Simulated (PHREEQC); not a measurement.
Model water analysis in mg/kgw, 20 °C, pH 2.53, pe 9.3:

```csv
constituent,mg/kgw
Na,225
K,85.8
Ca,267
Mg,24.2
Cl,59.7
S(6) as SO4,1560
Al,3.24
Zn,1.31
Mn(2),12.9
Cu(2),32
```

Valence states are taken as typed.

Computed with PHREEQC (ion-association model, wateq4f.dat).

```yaml
ionic_strength: 0.0431 mol/kgw
total_alkalinity: -5.16 meq/kg
charge_balance_error: 0.3 %
```

```json
[
 {"species": "SO4-2", "molality": "0.0112", "activity": "0.00544", "log γ": "-0.315"},
 {"species": "Na+", "molality": "0.00954", "activity": "0.00795", "log γ": "-0.079"},
 {"species": "Ca+2", "molality": "0.00439", "activity": "0.00217", "log γ": "-0.306"},
 {"species": "H+", "molality": "0.00343", "activity": "0.00295", "log γ": "-0.065"},
 {"species": "CaSO4", "molality": "0.00222", "activity": "0.00225", "log γ": "0.004"},
 {"species": "K+", "molality": "0.00212", "activity": "0.00175", "log γ": "-0.084"},
 {"species": "HSO4-", "molality": "0.00169", "activity": "0.00140", "log γ": "-0.080"},
 {"species": "Cl-", "molality": "0.00168", "activity": "0.00139", "log γ": "-0.084"},
 {"species": "Mg+2", "molality": "0.000639", "activity": "0.000322", "log γ": "-0.297"},
 {"species": "MgSO4", "molality": "0.000357", "activity": "0.000360", "log γ": "0.004"},
 {"species": "Cu+2", "molality": "0.000328", "activity": "0.000165", "log γ": "-0.298"},
 {"species": "NaSO4-", "molality": "0.000250", "activity": "0.000210", "log γ": "-0.077"}
]
```

This is a speciation only: nothing precipitates in the calculation.
